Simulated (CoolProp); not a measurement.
The fluid at 298.15 K and 10.7 MPa flows at 2.9 m/s in a round tube of 10 mm bore and 0.25 µm roughness, fully developed (64/Re and Nu = 3.66 if laminar; Colebrook and Gnielinski if turbulent). The same conditions are run with several fluids, on thermodynamics alone (safety and materials aside).

Model: reference Helmholtz-energy equation of state of each fluid (oxygen: Schmidt 1985; C2F6 (R116): Lemmon 2006; CF4 (R14): Platzer 1990; nitrogen: Span 2000; normal hydrogen: Leachman 2009), in CoolProp. The equations of Platzer and Polt are older, rougher fits.

```json
[
 {"fluid": "oxygen", "Reynolds number": "181000", "Darcy friction factor": "0.0161", "pressure drop (Pa/m)": "987", "heat-transfer coefficient (W/(m² K))": "1010", "mass flow (kg/h)": "119"},
 {"fluid": "C2F6 (R116)", "Reynolds number": "280000", "Darcy friction factor": "0.0149", "pressure drop (Pa/m)": "7360", "heat-transfer coefficient (W/(m² K))": "4720", "mass flow (kg/h)": "962"},
 {"fluid": "CF4 (R14)", "Reynolds number": "482000", "Darcy friction factor": "0.0136", "pressure drop (Pa/m)": "3140", "heat-transfer coefficient (W/(m² K))": "2760", "mass flow (kg/h)": "450"},
 {"fluid": "nitrogen", "Reynolds number": "173000", "Darcy friction factor": "0.0163", "pressure drop (Pa/m)": "822", "heat-transfer coefficient (W/(m² K))": "936", "mass flow (kg/h)": "98.5"},
 {"fluid": "normal hydrogen", "Reynolds number": "26200", "Darcy friction factor": "0.0243", "pressure drop (Pa/m)": "83.5", "heat-transfer coefficient (W/(m² K))": "1200", "mass flow (kg/h)": "6.70"}
]
```

Transport values come from each fluid's own correlations; those of C2F6 (R116), CF4 (R14) are estimates that may be off by 10 % or more.
